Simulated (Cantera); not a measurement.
An adiabatic, constant-pressure homogeneous reactor starts with CH4 : O2 : N2 : H2O = 1 : 1.11 : 4.18 : 0.32 (molar parts), equivalence ratio 1.8, at 1275 K and 101000 Pa.

Cantera simulation using GRI-Mech 3.0 (53 species, 325 reactions); the numbers are that mechanism's predictions, not measurements.

**Question.** Predict: time of steepest temperature rise; temperature at 0.200 s; equilibrium temperature; x(O2) at 0.200 s; x(H2O) at 0.200 s; x(NO2) at 0.200 s; x(NO) at 0.200 s.

**Answer.** 
```
Item                                                                   Value
---------------------------------  -----------------------------------------
time of steepest temperature rise                                    25.9 ms
temperature at 0.200 s                                                2385 K
equilibrium temperature                                               2385 K
x(O2) at 0.200 s                     2.15e-5 (gas-phase equilibrium 2.15e-5)
x(H2O) at 0.200 s                        0.178 (gas-phase equilibrium 0.178)
x(NO2) at 0.200 s                    1.62e-9 (gas-phase equilibrium 1.62e-9)
x(NO) at 0.200 s                   0.000159 (gas-phase equilibrium 0.000159)
```
